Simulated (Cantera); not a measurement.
A perfectly stirred reactor is fed with CO : O2 : H2O : N2 = 0.0057 : 0.037 : 0.00019 : 1 (molar parts), at 0.987 atm; it is held at 998 K, and followed from long to short residence time.

Model: GRI-Mech 3.0 (53 species, 325 reactions), integrated in Cantera.

Question: What does this change do: 0.0065 parts CH4 added?

Answer: 
```tsv
quantity	before	after
x(CO) at τ = 2.20 s	0.00498	0.00249
x(O2) at τ = 2.20 s	0.0352	0.0220
x(H2O) at τ = 2.20 s	0.000181	0.0120
x(H2O2) at τ = 2.20 s	4.11e-8	3.60e-6
x(CO2) at τ = 2.20 s	0.000483	0.00888
x(CO) at τ = 14.0 ms	0.00547	0.00543
x(O2) at τ = 14.0 ms	0.0355	0.0353
x(H2O) at τ = 14.0 ms	0.000182	0.000181
x(H2O2) at τ = 14.0 ms	<1e-12	2.47e-11
x(CO2) at τ = 14.0 ms	5.54e-9	5.01e-9
```
